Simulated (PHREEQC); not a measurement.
Synthetic water in mg/kgw, 25 °C, pH 2.35, pe 12:

```csv
constituent,mg/kgw
Na,1720
K,107
Ca,131
Mg,16.8
Cl,195
S(6) as SO4,4170
Fe(3),4.69
```

Cl is adjusted to close the charge balance.
Valence states are taken as typed.

Computed with PHREEQC (ion-association model, phreeqc.dat).

### Question
The ionic strength comes out as 0.117 mol/kgw. What activity coefficients do K+, KSO4-, Mg+2, FeHSO4+2, CaHSO4+ get?

### Answer
K+ 0.75, KSO4- 0.78, Mg+2 0.39, FeHSO4+2 0.36, CaHSO4+ 0.77.

This is a speciation only: nothing precipitates in the calculation. Saturation is exceeded, for instance for Hematite (slow to form), Goethite (slow to form); the values hold only as long as no solid forms. Complexes and solids missing from the database can't appear.
